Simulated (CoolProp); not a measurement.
Properties of dodecamethylcyclohexasiloxane (D6) along the isotherm 367.7 K.

Values from CoolProp's reference Helmholtz-energy equation of state, Colonna 2008. It is a short technical equation, of lower accuracy than the large ones.

| p (bar) | phase | density (kg/m³) | cv (kJ/(kg K)) |
|---|---|---|---|
| 0.3 | liquid | 891.3 | 1.545 |
| 0.601 | liquid | 891.5 | 1.545 |
| 0.901 | liquid | 891.6 | 1.545 |
| 1.2 | liquid | 891.7 | 1.545 |
| 1.5 | liquid | 891.8 | 1.545 |
| 1.8 | liquid | 891.9 | 1.545 |
| 2.1 | liquid | 892.0 | 1.545 |
| 2.4 | liquid | 892.1 | 1.545 |
| 2.7 | liquid | 892.2 | 1.545 |
| 3 | liquid | 892.3 | 1.545 |
| 3.3 | liquid | 892.4 | 1.545 |
| 3.61 | liquid | 892.5 | 1.545 |
| 3.91 | liquid | 892.6 | 1.545 |
| 4.21 | liquid | 892.7 | 1.545 |
| 4.51 | liquid | 892.8 | 1.545 |
| 4.81 | liquid | 892.9 | 1.545 |
